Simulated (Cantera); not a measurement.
A perfectly stirred reactor is fed with CH3OH : O2 : N2 = 1 : 0.938 : 3.52 (molar parts), equivalence ratio 1.6, at 0.630 bar; it is adiabatic with a 725 K inlet, and is followed from long to short residence time, starting on the burning branch (τ in s: 0.1, 0.047, 0.021, 0.0096, 0.0044, 0.002, 0.00089, 0.0004, 0.00018, 8.2e-05, 3.7e-05, 1.7e-05).

Cantera simulation using GRI-Mech 3.0 (53 species, 325 reactions); the numbers are that mechanism's predictions, not measurements. GRI-Mech 3.0 was tuned for natural gas; its chemistry of methanol as a main component is partial and can be far from experiment.

What does this change do: pressure from 0.630 bar to 0.410 bar?


| quantity | before | after |
|---|---|---|
| blow-out, bracketed by the residence times tried | burning at 82.0 µs, out at 37.0 µs | burning at 0.180 ms, out at 82.0 µs |
| x(CH3OH) at τ = 0.100 s | 1.21e-6 | 1.38e-6 |
| x(O2) at τ = 0.100 s | 0.000129 | 0.000218 |
| x(CH2O) at τ = 0.100 s | 1.20e-6 | 1.33e-6 |
| x(CH3) at τ = 0.100 s | 1.48e-6 | 1.54e-6 |
| x(N2O) at τ = 0.100 s | 4.75e-9 | 4.26e-9 |
| x(CH3OH) at τ = 0.890 ms | 4.29e-5 | 6.12e-5 |
| x(O2) at τ = 0.890 ms | 0.00216 | 0.00281 |
| x(CH2O) at τ = 0.890 ms | 3.65e-5 | 5.11e-5 |
| x(CH3) at τ = 0.890 ms | 5.12e-5 | 7.27e-5 |
| x(N2O) at τ = 0.890 ms | 8.75e-9 | 6.65e-9 |
